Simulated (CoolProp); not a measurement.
Properties of ethanol along the isotherm 524.7 K (Tc = 514.7 K, pc = 62.68 bar, ω = 0.644).

Computed with CoolProp (reference Helmholtz-energy equation of state, Schroeder 2014).

| p (bar) | phase | density (kg/m³) | conductivity (mW/(m K)) | fugacity coefficient |
|---|---|---|---|---|
| 0.297 | gas | 0.3140 | 41.1 | 0.9987 |
| 0.611 | gas | 0.6469 | 41.1 | 0.9974 |
| 1.25 | gas | 1.327 | 41.2 | 0.9946 |
| 2.57 | gas | 2.745 | 41.5 | 0.9889 |
| 5.29 | gas | 5.719 | 42.0 | 0.9772 |
| 10.9 | gas | 12.10 | 43.1 | 0.9531 |
| 22.3 | gas | 26.33 | 45.9 | 0.9043 |
| 45.8 | gas | 64.83 | 55.5 | 0.8022 |
| 94 | supercritical | 431.0 | 132 | 0.5499 |

Thermal conductivity comes from a separate model (Assael 2013).
